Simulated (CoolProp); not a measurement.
A single-stage vapour-compression cycle with C2F6 (R116): evaporating at 212.15 K (dew point), condensing at 262.15 K (bubble point), superheat 10 K, subcooling 0 K, compressor efficiency 0.9, no pressure losses. Each further row changes one setting.

Values from CoolProp's reference Helmholtz-energy equation of state, Lemmon 2006. It is a short technical equation, of lower accuracy than the large ones.

```json
[
 {"case": "as stated", "cooling COP": "2.46", "pressure ratio": "5.84", "discharge temperature (K)": "273.3", "refrigerating effect (kJ/kg)": "61.2", "volumetric capacity (kJ/m³)": "1150"},
 {"case": "evaporating temperature 217.15 K", "cooling COP": "2.92", "pressure ratio": "4.71", "discharge temperature (K)": "272.8", "refrigerating effect (kJ/kg)": "63.8", "volumetric capacity (kJ/m³)": "1470"},
 {"case": "condensing temperature 257.15 K", "cooling COP": "2.94", "pressure ratio": "5.06", "discharge temperature (K)": "268.3", "refrigerating effect (kJ/kg)": "67.3", "volumetric capacity (kJ/m³)": "1260"},
 {"case": "subcooling 5 K", "cooling COP": "2.71", "pressure ratio": "5.84", "discharge temperature (K)": "273.3", "refrigerating effect (kJ/kg)": "67.3", "volumetric capacity (kJ/m³)": "1260"},
 {"case": "superheat 20 K", "cooling COP": "2.57", "pressure ratio": "5.84", "discharge temperature (K)": "282.7", "refrigerating effect (kJ/kg)": "68.0", "volumetric capacity (kJ/m³)": "1210"},
 {"case": "compressor efficiency 0.8", "cooling COP": "2.19", "pressure ratio": "5.84", "discharge temperature (K)": "276.7", "refrigerating effect (kJ/kg)": "61.2", "volumetric capacity (kJ/m³)": "1150"}
]
```
